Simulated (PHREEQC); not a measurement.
Spent oxide etchant: an equilibrium model

Solution (20 °C): 0.015 mol HF, 3.2e-05 mol H2SiF6, 0.00015 mol H3PO4 and 0.0015 mol H2SO4 per kg of water. Closed to the air; pH follows from the charge balance.

All values are PHREEQC results (ion-association model, phreeqc.dat), not measurements.

This is a speciation only: nothing precipitates in the calculation.

Predict the pH, specific conductance, ionic strength.

pH 2.33; specific conductance 1740 µS/cm; ionic strength 0.00621 mol/kgw.

In which forms is F present?

HF 83 %, F- 14 %, HF2- 1.3 %, SiF6-2 1.3 % of the F.

SiF6-2 is the database's only silicon fluoride.
